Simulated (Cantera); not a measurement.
Cu₂O + CO (carbothermic reduction)

A closed system holds: 1 mol Cu₂O, 5 mol CO, held at 18.0 mbar.

Method: chemical equilibrium by Gibbs-energy minimisation in Cantera with the NASA 1993 tables (ideal gas, pure condensed phases). Candidate condensed phases: C, Cu, CuO, Cu₂O; 15 gas species. Rates play no part.

From 1052 °C to 1077 °C the condensed part is Cu(s). From 1102 °C to 1302 °C the condensed part is Cu(l). The main Cu-bearing gas is Cu throughout.

```tsv
T (°C)	log p CO	log p CO₂	log p Cu	log p Cu₂	log p O	n Cu(s)	n Cu(l)
1052	-1.84	-2.44	-6.55	-10.53	<-13	2.00	0
1077	-1.84	-2.44	-6.31	-10.19	-13.37	2.00	0
1102	-1.84	-2.44	-6.08	-9.88	-13.00	0	2.00
1127	-1.84	-2.44	-5.87	-9.58	-12.63	0	2.00
1152	-1.84	-2.44	-5.66	-9.29	-12.28	0	2.00
1177	-1.84	-2.44	-5.46	-9.02	-11.95	0	2.00
1202	-1.84	-2.44	-5.27	-8.75	-11.62	0	2.00
1227	-1.84	-2.44	-5.08	-8.49	-11.30	0	2.00
1252	-1.84	-2.44	-4.91	-8.24	-11.00	0	2.00
1277	-1.84	-2.44	-4.73	-8.00	-10.70	0	1.99
1302	-1.84	-2.44	-4.56	-7.77	-10.42	0	1.99
```
log p: log10 of the partial pressure in bar; n: condensed amount in mol.
